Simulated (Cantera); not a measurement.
Input: 1 mol MgCO3, 0.81 mol C, 0.031 mol H2, at 350 °C.

Method: chemical equilibrium by Gibbs-energy minimisation in Cantera with the NASA 1993 tables (ideal gas, pure condensed phases). Candidate condensed phases: C, C6H6, C7H8, C8H18, H2O, Mg, MgCO3, MgO, Mg(OH)2; 116 gas species. Rates play no part.

Task: Which condensed phases are stable at each of these points (P (Pa)): 10, 68, 460, 3200, 22000, 150000, 1000000?

Result: 
```json
[
 {"P (Pa)": "10", "condensed phases": "C(graphite) + MgO(s)", "Mg condensed (%)": "100.0"},
 {"P (Pa)": "68", "condensed phases": "C(graphite) + MgO(s)", "Mg condensed (%)": "100.0"},
 {"P (Pa)": "460", "condensed phases": "C(graphite) + MgO(s)", "Mg condensed (%)": "100.0"},
 {"P (Pa)": "3200", "condensed phases": "C(graphite) + MgO(s)", "Mg condensed (%)": "100.0"},
 {"P (Pa)": "22000", "condensed phases": "C(graphite) + MgCO3(s) + MgO(s)", "Mg condensed (%)": "100.0"},
 {"P (Pa)": "150000", "condensed phases": "C(graphite) + MgCO3(s) + MgO(s)", "Mg condensed (%)": "100.0"},
 {"P (Pa)": "1000000", "condensed phases": "C(graphite) + MgCO3(s) + MgO(s)", "Mg condensed (%)": "100.0"}
]
```

From 10.0 Pa to 32.0 mbar the condensed part is C(graphite) + MgO(s). From 0.220 bar to 10.0 bar the condensed part is C(graphite) + MgCO3(s) + MgO(s).
